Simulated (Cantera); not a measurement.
A perfectly stirred reactor is fed with 5.13 % CH4, 5.13 % H2, 18.9 % O2, 70.8 % N2, equivalence ratio 0.68, at 0.365 atm; it is adiabatic with a 525 K inlet, and is followed from long to short residence time, starting on the burning branch (τ in s: 0.27, 0.1, 0.041, 0.016, 0.0062, 0.0024, 0.00094, 0.00036, 0.00014, 5.5e-05, 2.1e-05).

Detailed kinetics in Cantera: GRI-Mech 3.0 (53 species, 325 reactions).

Task: Predict: blow-out, bracketed by the residence times tried; x(CH4) at τ = 0.270 s; x(H2) at τ = 0.270 s; x(O2) at τ = 0.270 s; x(HCN) at τ = 0.270 s; x(CH4) at τ = 2.40 ms; x(H2) at τ = 2.40 ms; x(O2) at τ = 2.40 ms; x(HCN) at τ = 2.40 ms; x(C2H4) at τ = 2.40 ms.

Result: 
| Item | Value |
|---|---|
| blow-out, bracketed by the residence times tried | burning at 0.140 ms, out at 55.0 µs |
| x(CH4) at τ = 0.270 s | 2.68e-6 |
| x(H2) at τ = 0.270 s | 0.000569 |
| x(O2) at τ = 0.270 s | 0.0616 |
| x(HCN) at τ = 0.270 s | 1.65e-8 |
| x(CH4) at τ = 2.40 ms | 7.02e-5 |
| x(H2) at τ = 2.40 ms | 0.00582 |
| x(O2) at τ = 2.40 ms | 0.0648 |
| x(HCN) at τ = 2.40 ms | 4.44e-8 |
| x(C2H4) at τ = 2.40 ms | 5.15e-9 |
